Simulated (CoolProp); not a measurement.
Computed with CoolProp (reference Helmholtz-energy equation of state, Lemmon and Jacobsen 2000).

**Question.** For R143a, give the phase and the Joule-Thomson coefficient (K/MPa), isothermal compressibility (1/MPa) at 258 K and 1.55 MPa.

**Answer.** 
- 258 K and 1.55 MPa: liquid; Joule-Thomson coefficient -0.172, isothermal compressibility 0.00387
